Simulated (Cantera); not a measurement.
## BN + Cl2 + H2 (nitride etching)

Feed: 1 mol BN, 2.7 mol Cl2, 3.6 mol H2, held at 0.00630 bar.

Cantera equilibrium calculation (NASA polynomials, part measured and part estimated; ideal gas, pure solids and liquids). Candidate condensed phases: B, BN, NH4Cl; 21 gas species. The tables' values for BCl2, BCl are old estimates; treat these amounts as uncertain. Gases not in the tables: BHCl2. Rates play no part.

```
T (°C)  x HCl   x H2    x BCl3      x N2      x Cl    x BCl2       x H     x BCl  n BN(s)
------  -----  -----  --------  --------  --------  --------  --------  --------  -------
450     0.857  0.143   1.42e-5   7.12e-6  2.65e-12    <1e-12    <1e-12    <1e-12    1.000
550     0.857  0.143   8.20e-5   4.10e-5  2.14e-10    <1e-12  3.49e-11    <1e-12    0.999
650     0.856  0.143  0.000324  0.000162   6.72e-9  3.37e-11   1.17e-9    <1e-12    0.998
750     0.854  0.144  0.000976  0.000488   1.08e-7   1.85e-9   1.98e-8  4.05e-12    0.994
850     0.850  0.146   0.00238   0.00119   1.06e-6   4.93e-8   2.05e-7  4.07e-10    0.985
950     0.842  0.150   0.00490   0.00245   7.09e-6   7.54e-7   1.47e-6   1.91e-8    0.969
1050    0.831  0.156   0.00879   0.00440   3.52e-5   7.48e-6   7.89e-6   4.97e-7    0.945
1150    0.815  0.164    0.0140   0.00705  0.000138   5.26e-5   3.39e-5   8.13e-6    0.911
1250    0.795  0.174    0.0204    0.0104  0.000445  0.000280  0.000121   9.12e-5    0.869
```
x: gas mole fraction; n: condensed amount in mol.

From 450 °C to 1250 °C the condensed part is BN(s). The main B-bearing gas is BCl3 throughout. The share of B in condensed phases is highest at 450 °C (100.0 %) and lowest at 1250 °C (86.9 %).
